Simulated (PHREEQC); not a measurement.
Solution (40 °C): 0.21 mol/kgw Fe(NO3)3 and 0.0028 mol/kgw KCl. Closed to the air; pH follows from the charge balance.

All values are PHREEQC results (ion-association model, phreeqc.dat), not measurements.

Question: The ionic strength comes out as 1.20 mol/kgw. What activity coefficients do K+, NO3-, H+, FeCl+2, Fe3(OH)4+5 get?

Answer: K+ 0.58, NO3- 0.53, H+ 0.73, FeCl+2 0.15, Fe3(OH)4+5 0.0073.

Precipitation was switched off in this run. Examples of supersaturated solids here: Hematite (slow to form), Goethite (slow to form). Others may be too. Ionic strength above about 0.7 mol/kgw puts this run outside the model's range. Constants without temperature data keep their 25 °C values here.
